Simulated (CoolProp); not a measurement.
The numbers come from the reference Helmholtz-energy equation of state, Marx 1992 in CoolProp.

### Question
Give the vapour pressure (bar), liquid density (kg/m³), vapour density (kg/m³), liquid cp (kJ/(kg K)) of saturated R113 at 407.2, 416.1, 425 K.

### Answer
| T (K) | p (bar) | liquid density (kg/m³) | vapour density (kg/m³) | liquid cp (kJ/(kg K)) |
|---|---|---|---|---|
| 407.2 | 9.05 | 1260 | 62.3 | 1.07 |
| 416.1 | 10.7 | 1230 | 74.7 | 1.09 |
| 425 | 12.6 | 1200 | 89.3 | 1.12 |
